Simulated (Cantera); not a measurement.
Standard-state values (1 bar) from the NASA 1993 polynomials, evaluated with Cantera. Values are per mole of reaction as written; species without (g) are pure solids or liquids, kept so even where they would boil at 1 bar.

Between 1148 and 1348 K, where is each reaction favourable under standard conditions?
- 3 SiCl2(g) + 2 N2(g) = 3 Cl2(g) + Si3N4


- 3 SiCl2(g) + 2 N2(g) = 3 Cl2(g) + Si3N4: ΔG° is 269 kJ at 1148 K and 354 kJ at 1348 K; it stays positive (K < 1). ΔH° is -216 kJ and ΔS° -423 J/K at 1348 K.
